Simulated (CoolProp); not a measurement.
The numbers come from the reference Helmholtz-energy equation of state, Gedanitz 2015 in CoolProp.

Task: For cyclopentane, give the phase and the conductivity (mW/(m K)) at 423.9 K and 0.0687 MPa; 423.9 K and 0.247 MPa.

Result: 
- 423.9 K and 0.0687 MPa: gas; conductivity 25.2
- 423.9 K and 0.247 MPa: gas; conductivity 26.0

Thermal conductivity comes from a separate model (Vassiliou 2015).
